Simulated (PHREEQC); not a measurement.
A solution holds 0.034 mol Na2S and 0.012 mol NaOH per kg of water, at 25 °C. Closed to the air; pH follows from the charge balance.

The numbers come from PHREEQC with the ion-association model, phreeqc.dat.

```tsv
quantity	before	after
pH	12.40	12.19
ionic strength (mol/kgw)	0.0928	0.0441
HS- (mol/kgw)	0.0212	0.0129
H2S (mol/kgw)	5.52e-8	5.97e-8
```

Task: What was changed between the two runs?
(A) diluted 2-fold with water
(B) NaOH from 0.012 to 0.12 mol/kgw
(C) Na2S from 0.034 to 0.0306 mol/kgw
(D) 0.00077 mol/kgw HBr added
(E) Na2S from 0.034 to 0.0068 mol/kgw

Result: A, diluted 2-fold with water

This is a speciation only: nothing precipitates in the calculation. With this much S-2 the pH rests on the database's HS-/S-2 constant; if that pK is higher, the solution is more alkaline. The database's pK near 12.9 for HS-/S-2 is now thought far too low, so its S-2 is overstated.
